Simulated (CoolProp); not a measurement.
Tetradecamethylhexasiloxane (MD4M) along the isotherm 346.85 °C: fugacity coefficient from the reference equation and from simpler models built on Tc = 380.0 °C, pc = 0.8286 MPa, ω = 0.800; each cubic takes its own stable root.

The numbers come from the reference Helmholtz-energy equation of state, Thol 2019 in CoolProp.

| p (MPa) | phase | reference | Soave-Redlich-Kwong | Peng-Robinson |
|---|---|---|---|---|
| 0.00393 | gas | 0.9977 | 0.9980 | 0.9978 |
| 0.00894 | gas | 0.9947 | 0.9954 | 0.9950 |
| 0.0204 | gas | 0.9880 | 0.9896 | 0.9886 |
| 0.0463 | gas | 0.9728 | 0.9764 | 0.9742 |
| 0.105 | gas | 0.9387 | 0.9467 | 0.9420 |
| 0.24 | gas | 0.8615 | 0.8791 | 0.8692 |
| 0.546 | liquid | 0.6609 | 0.7000 | 0.6815 |
| 1.24 | liquid | 0.3289 | 0.3558 | 0.3409 |
